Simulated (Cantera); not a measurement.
**NO annealing gas**

A perfectly stirred reactor is fed with NO : N2 = 1 : 3.1 (molar parts), at 31.5 Torr; it is held at 2025 K, and followed from long to short residence time.

Cantera simulation using GRI-Mech 3.0 (53 species, 325 reactions); the numbers are that mechanism's predictions, not measurements. Radical loss at walls, strong at low pressure, is not modelled.

| τ (s) | x NO | x O2 | x N2 | x N2O | x O | x NO2 |
|---|---|---|---|---|---|---|
| 21 | 0.0599 | 0.0913 | 0.848 | 1.23e-6 | 0.00121 | 1.33e-5 |
| 4.8 | 0.146 | 0.0483 | 0.805 | 7.60e-6 | 0.000909 | 2.37e-5 |
| 1.1 | 0.220 | 0.0115 | 0.768 | 1.93e-5 | 0.000515 | 1.84e-5 |
| 0.26 | 0.239 | 0.00208 | 0.758 | 2.37e-5 | 0.000324 | 1.14e-5 |
| 0.062 | 0.243 | 0.000310 | 0.756 | 2.33e-5 | 0.000204 | 7.37e-6 |
| 0.014 | 0.244 | 2.01e-5 | 0.756 | 1.76e-5 | 7.01e-5 | 2.70e-6 |
| 0.0034 | 0.244 | 9.06e-7 | 0.756 | 8.32e-6 | 1.47e-5 | 4.78e-7 |
| 0.00079 | 0.244 | 4.07e-8 | 0.756 | 2.50e-6 | 2.93e-6 | 5.04e-8 |
x: mole fraction; the columns are a selection and need not sum to one.
